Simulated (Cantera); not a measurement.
# Low-pressure radical oxidation in H2/O2

An isothermal, constant-pressure homogeneous reactor starts with H2 : O2 = 0.031 : 1 (molar parts), equivalence ratio 0.015, at 1200 K and 2500 Pa.

Computed with Cantera and the H2/O2 subset of GRI-Mech 3.0, which has no nitrogen chemistry. Radical loss at walls, strong at low pressure, is not modelled.

```csv
t (s),x H2,x O2,x H2O2,x OH,x HO2,x O
4.00e-5,0.0301,0.970,<1e-12,9.82e-10,2.01e-9,1.10e-9
0.000155,0.0301,0.970,2.74e-12,8.61e-9,7.83e-9,1.16e-8
0.000599,0.0301,0.970,4.29e-11,5.89e-7,3.58e-8,8.74e-7
0.00232,0.00194,0.948,2.45e-7,0.00351,5.41e-6,0.0183
0.00896,0.000251,0.953,9.91e-8,0.00185,3.91e-6,0.0153
0.0346,8.95e-5,0.964,8.92e-8,0.00111,2.59e-6,0.00531
0.134,1.23e-5,0.969,5.13e-8,0.000414,8.85e-7,0.000730
0.518,1.16e-6,0.969,1.60e-8,0.000129,1.63e-7,7.01e-5
2.00,1.35e-7,0.969,3.57e-9,4.44e-5,2.66e-8,8.28e-6
7.76,2.19e-8,0.969,7.81e-10,1.80e-5,7.68e-9,1.36e-6
30.0,4.91e-9,0.969,2.04e-10,8.55e-6,7.41e-9,3.07e-7
```
x: mole fraction; the columns are a selection and need not sum to one.

Equilibrium at this temperature and pressure: H2 2.51e-9, O2 0.969, H2O2 1.14e-10, OH 6.12e-6, HO2 9.28e-9, O 1.57e-7 (gas phase only).
